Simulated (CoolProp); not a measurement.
Computed with CoolProp (reference Helmholtz-energy equation of state, Lemmon 2006). It is a short technical equation, of lower accuracy than the large ones.

Task: Give the vapour pressure (bar), liquid density (kg/m³), vapour density (kg/m³), enthalpy of vaporisation (kJ/kg) of saturated CH3F (R41) at 219.9, 271.5 K.

Result: 
```csv
T (K),p (bar),liquid density (kg/m³),vapour density (kg/m³),enthalpy of vaporisation (kJ/kg)
219.9,3.40,826,6.95,450
271.5,19.5,684,40.5,338
```
